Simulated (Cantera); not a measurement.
A closed system holds: 1 mol Ti, 3.6 mol O2, 10 mol H2, equilibrated at 2223 K and 1.00 bar.

Equilibrium computed with Cantera from the NASA thermochemical tables; the gas is ideal and each condensed phase is pure. Candidate condensed phases: H2O, Ti, TiO, TiO2, Ti2O3, Ti3O5, Ti4O7; 12 gas species. Condensed phases not in the tables: Magnéli phases beyond Ti4O7. The numbers say what is thermodynamically allowed, not how fast it happens.

Base state: H2O 0.543, H2 0.452, H 0.00431, OH 0.000747 (mole fractions); condensed: Ti4O7(l).

Q: What changes in the equilibrium state with this change: temperature from 2223 K to 1298 K?

A: 
```
species              before    after
-----------------  --------  -------
H2O                   0.543    0.520
H2                    0.452    0.480
H                   0.00431  7.42e-7
OH                 0.000747  1.04e-8
Ti4O7(l), mol         0.250        0
TiO2(rutile), mol         0     1.00
```
Gases not in the tables: TiO(OH)2.
